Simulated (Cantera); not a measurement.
Standard-state values (1 bar) from the NASA 1993 polynomials, evaluated with Cantera. Values are per mole of reaction as written; species without (g) are pure solids or liquids, kept so even where they would boil at 1 bar. TaC: taken at fixed stoichiometry.

Between 1573 and 1773 K, where is each reaction favourable under standard conditions?
- 4 TaC + 7 O2(g) = 2 Ta2O5 + 4 CO(g)
- CO(g) + 2 TaO2(g) = Ta2O5 + C


- 4 TaC + 7 O2(g) = 2 Ta2O5 + 4 CO(g): ΔG° is -3180 kJ at 1573 K and -3089 kJ at 1773 K; it stays negative (K > 1). ΔH° is -3891 kJ and ΔS° -452 J/K at 1773 K.
- CO(g) + 2 TaO2(g) = Ta2O5 + C: ΔG° is -634 kJ at 1573 K and -529 kJ at 1773 K; it stays negative (K > 1). ΔH° is -1451 kJ and ΔS° -520 J/K at 1773 K.
